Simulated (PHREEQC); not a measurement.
Make-up at 25 °C: 1 mmol/kgw HCl, 0.046 mmol/kgw FeSO4 and 1 mmol/kgw Fe2(SO4)3. Closed to the air; pH follows from the charge balance.

Equilibrium calculation in PHREEQC: ion-association model, phreeqc.dat.

pH: 2.84
ionic strength: 0.00735 mol/kgw
total alkalinity: -5.00 meq/kg

```
species     molality  activity   log γ
----------  --------  --------  ------
SO4-2        0.00166   0.00116  -0.154
H+           0.00156   0.00144  -0.035
FeSO4+       0.00114   0.00105  -0.038
Cl-         0.000997  0.000910  -0.040
FeOH+2      0.000524  0.000369  -0.153
HSO4-       0.000178  0.000163  -0.039
Fe+3        0.000169   8.21e-5  -0.314
Fe(OH)2+     9.25e-5   8.48e-5  -0.038
Fe+2         4.00e-5   2.84e-5  -0.150
Fe(SO4)2-    2.91e-5   2.66e-5  -0.039
Fe2(OH)2+4   1.55e-5   3.65e-6  -0.626
FeSO4        5.85e-6   5.86e-6   0.001
FeHSO4+2     5.78e-6   4.03e-6  -0.157
FeCl+2       3.21e-6   2.26e-6  -0.153
Fe3(OH)4+5   6.16e-7   6.47e-8  -0.979
FeHSO4+      6.07e-8   5.55e-8  -0.039
```

No solid was allowed to form. Saturation is exceeded, for instance for Hematite (slow to form), Goethite (slow to form); the values hold only as long as no solid forms.
